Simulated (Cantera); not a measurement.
Feed: 1 mol CH2F2, 0.036 mol F2, 0.051 mol H2, held at 1302 °C and 1.33 mbar.

Method: chemical equilibrium by Gibbs-energy minimisation in Cantera with the NASA 1993 tables (ideal gas, pure condensed phases). Candidate condensed phases: C, C6H6, C7H8, C8H18; 95 gas species. Equilibrium is a limit: real reactors are often held back by kinetics, nucleation or transport.

Question: What is the equilibrium state?

Answer: 
| Property | Result |
|---|---|
| x(HF) | 0.993 |
| x(H2) | 0.00714 |
| x(H) | 9.62e-5 |
| n(C(graphite)) | 1.000 mol |
| gas amount | 2.087 mol |
